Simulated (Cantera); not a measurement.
A freely propagating, adiabatic, planar premixed flame of 18.8 % H2, 17.1 % O2, 64.2 % N2, equivalence ratio 0.55, unburnt at 525 K and 100000 Pa; mixture-averaged transport, grid criteria slope 0.08 and curve 0.16, no radiation.

Detailed kinetics in Cantera: the H2/O2 subset of GRI-Mech 3.0, which has no nitrogen chemistry. Burning velocities carry a grid error of a few per cent, more on coarse grids. Lean hydrogen flames are cellular in practice and burn faster than this planar one.

x: mole fraction of selected species; z is measured from the peak of heat release.

```
z (mm)  T (K)  u (m/s)      x H2    x O2       x H      x H2O2      x OH    x H2O
------  -----  -------  --------  ------  --------  ----------  --------  -------
-1.21     525     2.55     0.188   0.171     <1e-8       <1e-8     <1e-8    <1e-8
-0.807    525     2.55     0.187   0.171     <1e-8       <1e-8     <1e-8  1.75e-7
-0.605    525     2.55     0.187   0.171     <1e-8       <1e-8     <1e-8  1.81e-6
-0.403    526     2.54     0.184   0.171     <1e-8  (withheld)     <1e-8  4.45e-5
-0.202    587     2.77     0.160   0.174   8.20e-5  (withheld)   7.38e-5  0.00481
-0.101    827     3.80     0.120   0.167   0.00212  (withheld)  0.000646   0.0329
0        1163     5.25    0.0654   0.138   0.00914  (withheld)   0.00232   0.0937
0.101    1410     6.33    0.0262   0.106    0.0132  (withheld)   0.00574    0.149
0.202    1548     6.93    0.0126  0.0919    0.0115  (withheld)   0.00791    0.171
0.403    1685     7.50   0.00721  0.0865   0.00664  (withheld)   0.00891    0.184
0.807    1791     7.93   0.00426  0.0852   0.00269  (withheld)   0.00807    0.192
1.61     1858     8.20   0.00198  0.0852  0.000784  (withheld)   0.00602    0.198
3.23     1891     8.33  0.000729  0.0857  0.000170  (withheld)   0.00384    0.201
```

Q: Fill in the missing entries.

A: 
- -0.403, x H2O2: 2.52e-7
- -0.202, x H2O2: 2.33e-5
- -0.101, x H2O2: 2.96e-5
- 0, x H2O2: 1.02e-5
- 0.101, x H2O2: 4.91e-6
- 0.202, x H2O2: 2.70e-6
- 0.403, x H2O2: 1.31e-6
- 0.807, x H2O2: 6.78e-7
- 1.61, x H2O2: 3.74e-7
- 3.23, x H2O2: 2.03e-7
